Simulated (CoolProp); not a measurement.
A simple Rankine cycle with propylene: condensing at 296.15 K, boiler at 2.91 MPa, turbine inlet 380.2 K, turbine efficiency 0.85, pump efficiency 0.7, no recuperator. Each further row changes one setting.

The numbers come from the reference Helmholtz-energy equation of state, Lemmon 2013 in CoolProp.

| case | thermal efficiency (%) | net work (kJ/kg) | heat in (kJ/kg) | turbine exit temperature (K) | volume ratio over the turbine |
|---|---|---|---|---|---|
| as stated | [?] | [?] | 455 | 335.2 | 2.65 |
| turbine inlet 400.2 K | 9.6 | 48.0 | [?] | [?] | 2.61 |
| condensing temperature 288.15 K | 11.1 | 52.8 | [?] | 326.8 | 3.23 |
| boiler pressure 2.04 MPa | 6.4 | 30.7 | 477 | [?] | 1.83 |
| turbine efficiency 0.75 | 8.2 | 37.5 | 455 | 338.2 | 2.68 |

Question: Complete the blanks.

Answer: 
- as stated, thermal efficiency (%): 9.5
- as stated, net work (kJ/kg): 43.1
- turbine inlet 400.2 K, heat in (kJ/kg): 500
- turbine inlet 400.2 K, turbine exit temperature (K): 356.7
- condensing temperature 288.15 K, heat in (kJ/kg): 476
- boiler pressure 2.04 MPa, turbine exit temperature (K): 353.4
